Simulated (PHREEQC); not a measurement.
A solution holds 0.0097 mol/kgw HF, 7.4e-05 mol/kgw (NH4)2SiF6, 0.00019 mol/kgw H3PO4 and 0.012 mol/kgw H2SO4, at 35 °C. Closed to the air; pH follows from the charge balance.

The numbers come from PHREEQC with the ion-association model, phreeqc.dat.

```yaml
pH: 1.80
ionic_strength: 0.0234 mol/kgw
specific_conductance: 8220 µS/cm
total_alkalinity: -34.2 meq/kg
```

| species | molality | activity | log γ |
|---|---|---|---|
| H+ | 0.0178 | 0.0157 | -0.055 |
| HF | 0.00929 | 0.00934 | 0.002 |
| HSO4- | 0.00664 | 0.00571 | -0.065 |
| SO4-2 | 0.00536 | 0.00298 | -0.255 |
| F- | 0.000385 | 0.000330 | -0.067 |
| NH4+ | 0.000143 | 0.000121 | -0.071 |
| H3PO4 | 0.000131 | 0.000132 | 0.002 |
| SiF6-2 | 7.32e-5 | 4.08e-5 | -0.254 |
| H2PO4- | 5.87e-5 | 5.08e-5 | -0.062 |
| HF2- | 1.47e-5 | 1.26e-5 | -0.065 |
| NH4SO4- | 5.41e-6 | 4.66e-6 | -0.065 |
| H4SiO4 | 8.30e-7 | 8.34e-7 | 0.002 |

No solid was allowed to form. SiF6-2 is the database's only silicon fluoride.
